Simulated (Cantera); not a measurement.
A Cantera script and its output.

```python
import numpy as np
import cantera as ct

gas = ct.Solution("gri30.yaml")
gas.TPX = 1575, 1500000, {'H2': 1, 'O2': 0.333, 'N2': 1.25, 'NO': 0.0034}
reactor = ct.IdealGasReactor(gas, energy="on", clone=False)
net = ct.ReactorNet([reactor])
net.rtol, net.atol = 1e-08, 1e-16
show = ['H2', 'O2', 'NO', 'NO2', 'H2O2']
times = np.geomspace(5e-06, 1, 10)

steps = ct.SolutionArray(gas, extra=["t"])
rows = []
print(f"{'t/s':>10s}{'T/K':>9s}{'P/Pa':>11s}" + "".join(f"{s:>11s}" for s in show))
for t in times:
    while net.time < t:
        t_next = net.step()
        steps.append(gas.state, t=t_next)
    rows.append([np.interp(t, steps.t, y) for y in (steps.T, steps.P, *steps(*show).X.T)])
    print(f"{t:10.3e}{rows[-1][0]:9.1f}{rows[-1][1]:11.4g}" + "".join(f"{x:11.3e}" for x in rows[-1][2:]))
rate = np.gradient(steps.T, steps.t)
print("integrator steps:", len(steps.t))
if steps.T.max() > steps.T[0] + 200:
    print(f"time of steepest temperature rise: {steps.t[rate.argmax()]:.4e} s")
gas.TPX = 1575, 1500000, {'H2': 1, 'O2': 0.333, 'N2': 1.25, 'NO': 0.0034}
gas.equilibrate("UV")
print(f"equilibrium (UV): T = {gas.T:.1f} K  " + "  ".join(f"{s} {gas[s].X[0]:.3e}" for s in show))
```

It prints:

```
       t/s      T/K       P/Pa         H2         O2         NO        NO2       H2O2
 5.000e-06   3317.9  2.834e+06  1.471e-01  1.554e-03  2.898e-03  6.270e-07  1.459e-06
 1.941e-05   3311.3  2.829e+06  1.482e-01  1.469e-03  4.476e-03  9.446e-07  1.401e-06
 7.533e-05   3310.6  2.828e+06  1.484e-01  1.461e-03  4.641e-03  9.769e-07  1.396e-06
 2.924e-04   3310.6  2.828e+06  1.484e-01  1.461e-03  4.641e-03  9.769e-07  1.396e-06
 1.135e-03   3310.6  2.828e+06  1.484e-01  1.461e-03  4.641e-03  9.769e-07  1.396e-06
 4.405e-03   3310.6  2.828e+06  1.484e-01  1.461e-03  4.641e-03  9.769e-07  1.396e-06
 1.710e-02   3310.6  2.828e+06  1.484e-01  1.461e-03  4.641e-03  9.769e-07  1.396e-06
 6.637e-02   3310.6  2.828e+06  1.484e-01  1.461e-03  4.641e-03  9.769e-07  1.396e-06
 2.576e-01   3310.6  2.828e+06  1.484e-01  1.461e-03  4.641e-03  9.769e-07  1.396e-06
 1.000e+00   3310.6  2.828e+06  1.484e-01  1.461e-03  4.641e-03  9.769e-07  1.396e-06
integrator steps: 1120
time of steepest temperature rise: 7.8275e-07 s
equilibrium (UV): T = 3310.6 K  H2 1.484e-01  O2 1.461e-03  NO 4.641e-03  NO2 9.769e-07  H2O2 1.396e-06
```

Cantera simulation using GRI-Mech 3.0 (53 species, 325 reactions); the numbers are that mechanism's predictions, not measurements. The hydrogen kinetics of GRI-Mech 3.0 are dated; newer H2 mechanisms differ, most at raised pressure. The pressure lies above the range GRI-Mech 3.0 was tuned for (to about 10 atm). Above 3000 K some thermodynamic fits are extrapolated.
